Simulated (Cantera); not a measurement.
Fluorocarbon and chlorocarbon gases: CH3Cl + H2

Input: 1 mol CH3Cl, a varied amount of H2, held at 1727 °C and 75.0 Torr.

Cantera equilibrium calculation (NASA polynomials, part measured and part estimated; ideal gas, pure solids and liquids). Candidate condensed phases: C, C6H6, C7H8, C8H18; 91 gas species. Kinetics and transport are ignored.

| n(H2) (mol) | x H2 | x HCl | x H | x Cl | x C2H2 (acetylene) | n C(graphite) |
|---|---|---|---|---|---|---|
| 0.14 | 0.530 | 0.463 | 0.00374 | 0.00244 | 0.000407 | 0.998 |
| 0.2 | 0.543 | 0.451 | 0.00379 | 0.00234 | 0.000417 | 0.998 |
| 0.28 | 0.558 | 0.435 | 0.00384 | 0.00223 | 0.000429 | 0.998 |
| 0.4 | 0.580 | 0.413 | 0.00392 | 0.00208 | 0.000446 | 0.998 |
| 0.57 | 0.608 | 0.386 | 0.00401 | 0.00190 | 0.000467 | 0.998 |
| 0.8 | 0.639 | 0.354 | 0.00411 | 0.00170 | 0.000491 | 0.997 |
| 1.1 | 0.674 | 0.320 | 0.00422 | 0.00149 | 0.000517 | 0.997 |
| 1.6 | 0.718 | 0.276 | 0.00436 | 0.00125 | 0.000552 | 0.996 |
| 2.2 | 0.757 | 0.236 | 0.00448 | 0.00104 | 0.000582 | 0.995 |
| 3.1 | 0.799 | 0.195 | 0.00460 | 0.000834 | 0.000614 | 0.994 |
| 4.4 | 0.839 | 0.155 | 0.00471 | 0.000649 | 0.000644 | 0.991 |
| 6.3 | 0.874 | 0.120 | 0.00481 | 0.000490 | 0.000672 | 0.988 |
| 8.8 | 0.902 | 0.0920 | 0.00488 | 0.000371 | 0.000693 | 0.985 |
x: gas mole fraction; n: condensed amount in mol.

From 0.14 mol H2 to 8.8 mol H2 the condensed part is C(graphite). The main C-bearing gas is C2H2 (acetylene) throughout.
